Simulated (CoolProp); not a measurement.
Saturation properties of CH2F2 (R32).

The numbers come from the reference Helmholtz-energy equation of state, Tillner-Roth 1997 in CoolProp.

```csv
T (K),p (MPa),vapour Z,vapour viscosity (µPa s),liquid conductivity (mW/(m K))
279.7,0.9977,(withheld),12.7,149
282.1,1.073,0.8129,12.8,147
284.5,1.152,0.8041,(withheld),145
286.9,1.236,0.7951,13.1,143
289.3,1.324,0.7859,(withheld),141
291.7,1.416,0.7763,13.4,(withheld)
294.1,1.514,0.7664,13.5,137
296.5,1.616,0.7562,(withheld),135
298.9,1.724,(withheld),13.8,133
301.3,1.837,0.7349,14.0,131
303.7,1.955,0.7237,14.1,129
306.1,2.079,0.7121,14.3,127
308.4,2.204,0.7007,14.5,125
310.8,2.339,0.6884,14.7,(withheld)
```

Some entries are withheld; supply them.


- 279.7, vapour Z: 0.8213
- 284.5, vapour viscosity (µPa s): 13.0
- 289.3, vapour viscosity (µPa s): 13.2
- 291.7, liquid conductivity (mW/(m K)): 139
- 296.5, vapour viscosity (µPa s): 13.7
- 298.9, vapour Z: 0.7457
- 310.8, liquid conductivity (mW/(m K)): 123

It boils at 221.5 K under 1 atm.

Viscosity comes from a separate model (Bell 2016), an estimate that may be off by 10 % or more. Thermal conductivity comes from a separate model (Huber 2003), an estimate that may be off by 10 % or more.
